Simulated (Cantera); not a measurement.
An isothermal, constant-pressure homogeneous reactor starts with CH₄ : CO₂ : H₂ = 1 : 0.33 : 0.99 (molar parts), at 1500 K and 0.132 atm. Integrator tolerance rtol = 1e-08.

Cantera simulation using GRI-Mech 3.0 (53 species, 325 reactions); the numbers are that mechanism's predictions, not measurements. GRI-Mech 3.0 stops at C3 and has no aromatics, soot or wall deposition, so with more carbon than oxygen in the feed, carbon stays in small species such as C2H2 where larger ones or solid carbon would form.

**Question.** What does this change do: temperature 1500 to 2125 K?

**Answer.** 
```json
[
 {"quantity": "x(CH₄) at 50.0 s", "before": "0.0267 (gas-phase equilibrium 0.0194)", "after": "0.000186 (gas-phase equilibrium 0.000186)"},
 {"quantity": "x(CO₂) at 50.0 s", "before": "0.00341 (gas-phase equilibrium 2.64e-8)", "after": "7.17e-9 (gas-phase equilibrium 7.19e-9)"},
 {"quantity": "x(H₂) at 50.0 s", "before": "0.676 (gas-phase equilibrium 0.712)", "after": "0.720 (gas-phase equilibrium 0.720)"},
 {"quantity": "x(CO) at 50.0 s", "before": "0.147 (gas-phase equilibrium 0.185)", "after": "0.180 (gas-phase equilibrium 0.180)"},
 {"quantity": "x(HCO) at 50.0 s", "before": "1.25e-9 (gas-phase equilibrium 1.63e-9)", "after": "5.55e-8 (gas-phase equilibrium 5.55e-8)"},
 {"quantity": "x(H₂O) at 50.0 s", "before": "0.0402 (gas-phase equilibrium 2.63e-7)", "after": "1.44e-7 (gas-phase equilibrium 1.44e-7)"},
 {"quantity": "x(CH₂) at 50.0 s", "before": "2.33e-9 (gas-phase equilibrium 1.08e-9)", "after": "6.95e-7 (gas-phase equilibrium 6.96e-7)"}
]
```

**Question.** What does this change do: CH4 1 to 0.45 parts?

**Answer.** 
```json
[
 {"quantity": "x(CH₄) at 50.0 s", "before": "0.0267 (gas-phase equilibrium 0.0194)", "after": "0.0225 (gas-phase equilibrium 0.00923)"},
 {"quantity": "x(CO₂) at 50.0 s", "before": "0.00341 (gas-phase equilibrium 2.64e-8)", "after": "0.00919 (gas-phase equilibrium 1.11e-7)"},
 {"quantity": "x(H₂) at 50.0 s", "before": "0.676 (gas-phase equilibrium 0.712)", "after": "0.639 (gas-phase equilibrium 0.710)"},
 {"quantity": "x(CO) at 50.0 s", "before": "0.147 (gas-phase equilibrium 0.185)", "after": "0.190 (gas-phase equilibrium 0.261)"},
 {"quantity": "x(HCO) at 50.0 s", "before": "1.25e-9 (gas-phase equilibrium 1.63e-9)", "after": "1.56e-9 (gas-phase equilibrium 2.30e-9)"},
 {"quantity": "x(H₂O) at 50.0 s", "before": "0.0402 (gas-phase equilibrium 2.63e-7)", "after": "0.0797 (gas-phase equilibrium 7.78e-7)"},
 {"quantity": "x(CH₂) at 50.0 s", "before": "2.33e-9 (gas-phase equilibrium 1.08e-9)", "after": "2.17e-9 (gas-phase equilibrium 5.13e-10)"}
]
```
